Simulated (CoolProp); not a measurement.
Vapour-liquid equilibrium of ethanol (1) + o-xylene (2) at 1.64 bar; x and y are mole fractions of (1).

Computed with CoolProp (multi-fluid Helmholtz-energy mixture model, Schroeder 2014 and Zhou 2012; pair parameters Bell 2016).

```tsv
x	bubble temperature, mixture model (°C)	bubble temperature, Raoult's law (°C)	y, mixture model	y, Raoult's law
0.05	131.8	150.8	0.567	0.306
0.2	105.5	128.9	0.823	0.678
0.35	99.7	116.5	0.864	0.820
0.5	97.5	108.0	0.881	0.894
0.65	95.8	101.7	0.898	0.940
0.8	93.9	96.6	0.925	0.971
0.95	91.8	92.4	0.976	0.994
```

The largest gap from Raoult's law is -23.4 K in bubble temperature, at x = 0.2. No azeotrope shows between x = 0.05 and 0.95.

The pair parameters rest on a limited set of measurements; away from them the model extrapolates. With so large a gap from Raoult's law the liquid may split in two, which this calculation doesn't test in full.
